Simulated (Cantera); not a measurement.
# Ignition delay

Mixture: 5.94 % C3H8, 19.8 % O2, 74.3 % N2, equivalence ratio 1.5, at 9.87 atm, adiabatic and at constant pressure. Ignition delay is the time to a rise of 400 K.

Detailed kinetics in Cantera: GRI-Mech 3.0 (53 species, 325 reactions). GRI-Mech 3.0 was tuned for natural gas; its chemistry of propane as a main component is partial and can be far from experiment.

```tsv
T0 (K)	delay (ms)
1200	1.76
1275	0.470
1350	0.142
1425	0.0499
1500	0.0206
1575	0.00988
```

The apparent activation energy between 1425 and 1575 K comes out as 200 kJ/mol.
